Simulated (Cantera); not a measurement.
A Cantera script and its output.

```python
import numpy as np
import cantera as ct

gas = ct.Solution("gri30.yaml")
gas.TPX = 348, 500000, {'CH4': 1, 'C2H6': 0.071, 'O2': 2.04, 'N2': 5.31}
flame = ct.FreeFlame(gas, width=0.013)
flame.set_refine_criteria(ratio=3, slope=0.08, curve=0.16)
flame.transport_model = "mixture-averaged"
flame.solve(loglevel=0, auto=True)
z, T = flame.grid, flame.T
thick = (T[-1] - T[0]) / np.gradient(T, z).max()
show = ['CH4', 'C2H6', 'O2', 'HCO', 'O', 'OH']
print(f"laminar burning velocity  {flame.velocity[0] * 100:.3f} cm/s")
print(f"burnt temperature         {T[-1]:.1f} K")
print(f"thermal thickness         {thick * 1e3:.4f} mm")
print(f"grid points               {len(z)}")
z0 = z[flame.heat_release_rate.argmax()]
print(f"{'z/mm':>9s}{'T/K':>9s}{'u/(m/s)':>9s}" + "".join(f"{s:>11s}" for s in show))
rows = []
for k in (-3, -2, -1.5, -1, -0.5, -0.25, 0, 0.25, 0.5, 1, 2, 4, 8):
    zz = z0 + k * thick
    rows.append([k * thick, np.interp(zz, z, T), np.interp(zz, z, flame.velocity),
                 *(np.interp(zz, z, flame.X[gas.species_index(s)]) for s in show)])
    print(f"{rows[-1][0] * 1e3:9.3f}{rows[-1][1]:9.1f}{rows[-1][2]:9.3f}" + "".join(f"{x:11.3e}" for x in rows[-1][3:]))
```

Output:

```
laminar burning velocity  57.485 cm/s
burnt temperature         2572.8 K
thermal thickness         0.0755 mm
grid points               160
     z/mm      T/K  u/(m/s)        CH4       C2H6         O2        HCO          O         OH
   -0.227    348.1    0.576  1.186e-01  8.424e-03  2.420e-01  8.374e-20  2.966e-12  1.776e-13
   -0.151    349.4    0.579  1.183e-01  8.410e-03  2.415e-01  6.525e-17  3.271e-11  2.018e-11
   -0.113    357.2    0.593  1.174e-01  8.381e-03  2.404e-01  2.772e-14  2.068e-10  9.409e-10
   -0.076    444.6    0.745  1.115e-01  8.192e-03  2.332e-01  7.589e-11  4.959e-09  1.347e-07
   -0.038   1034.2    1.774  7.596e-02  5.974e-03  1.803e-01  7.075e-07  4.635e-06  3.035e-05
   -0.019   1568.9    2.731  4.097e-02  2.714e-03  1.228e-01  1.896e-05  9.462e-05  3.372e-04
    0.000   2035.0    3.577  9.666e-03  1.699e-04  6.221e-02  5.833e-05  6.610e-04  2.879e-03
    0.019   2240.1    3.932  7.335e-04  7.345e-07  2.856e-02  2.406e-05  1.881e-03  8.249e-03
    0.038   2310.1    4.034  2.975e-05  1.168e-09  1.690e-02  2.100e-06  2.525e-03  1.104e-02
    0.076   2385.3    4.138  7.728e-08  1.444e-14  1.086e-02  2.155e-07  2.219e-03  1.132e-02
    0.151   2463.9    4.253  8.598e-12  2.936e-21  7.511e-03  1.302e-07  1.478e-03  9.931e-03
    0.302   2528.1    4.348  3.200e-14  1.189e-26  4.998e-03  8.099e-08  8.991e-04  8.193e-03
    0.604   2564.1    4.400  3.775e-14  8.103e-27  3.535e-03  5.860e-08  6.104e-04  6.965e-03
```

Detailed kinetics in Cantera: GRI-Mech 3.0 (53 species, 325 reactions). Burning velocities carry a grid error of a few per cent, more on coarse grids.
